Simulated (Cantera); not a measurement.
Standard-state values (1 bar) from the NASA 1993 polynomials, evaluated with Cantera. Values are per mole of reaction as written; species without (g) are pure solids or liquids, kept so even where they would boil at 1 bar. ZrN: taken at fixed stoichiometry.

O(g) + 3 H₂O(g) + 2 ZrN → 2 ZrO₂(g) + 2 NH₃(g)

| T (K) | ΔH° (kJ) | ΔS° (J/K) | ΔG° (kJ) | log10 K |
|---|---|---|---|---|
| 300 | 542.5 | 127.4 | 504.2 | -87.80 |
| 575 | ___ | ___ | ___ | ___ |
| 675 | 529.6 | 99.0 | 462.8 | -35.81 |
| 775 | 526.9 | 95.2 | 453.1 | -30.54 |
| 875 | ___ | ___ | ___ | ___ |
| 975 | ___ | ___ | ___ | ___ |
| 1075 | ___ | ___ | ___ | ___ |
| 1175 | 516.6 | 84.5 | 417.3 | -18.55 |

**Question.** Some entries are withheld; supply them.

**Answer.** 
- 575, ΔH° (kJ): 532.6
- 575, ΔS° (J/K): 103.8
- 575, ΔG° (kJ): 472.9
- 575, log10 K: -42.96
- 875, ΔH° (kJ): 524.3
- 875, ΔS° (J/K): 92.0
- 875, ΔG° (kJ): 443.8
- 875, log10 K: -26.49
- 975, ΔH° (kJ): 521.8
- 975, ΔS° (J/K): 89.3
- 975, ΔG° (kJ): 434.7
- 975, log10 K: -23.29
- 1075, ΔH° (kJ): 519.2
- 1075, ΔS° (J/K): 86.8
- 1075, ΔG° (kJ): 425.9
- 1075, log10 K: -20.69
